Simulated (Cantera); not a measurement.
Feed: 1 mol CH₃F, 0.43 mol H₂, equilibrated at 1875 K and 11000 Pa.

These are equilibrium values from Cantera (NASA tables, ideal gas, pure condensed phases), not measurements of a reactor. Candidate condensed phases: C, C₆H₆, C₇H₈, C₈H₁₈; 95 gas species. Rates play no part.

Base state: H₂ 0.587, HF 0.411, H 0.00151, C₂H₂ (acetylene) 0.000186, CH₄ 2.30e-5 (mole fractions); condensed: C(graphite).

### Question
What changes in the equilibrium state with this change: temperature from 1875 K to 3073.15 K?

### Answer
```
species             before     after
----------------  --------  --------
HF                   0.411     0.337
H                  0.00151     0.324
H₂                   0.587     0.299
C₂H₂ (acetylene)  0.000186    0.0229
C₃                   <1e-9   0.00607
C                    <1e-9  0.000909
C₂H                5.70e-9   0.00472
C₂                   <1e-9  0.000625
CF                   <1e-9  0.000345
C(graphite), mol     0.999     0.764
```
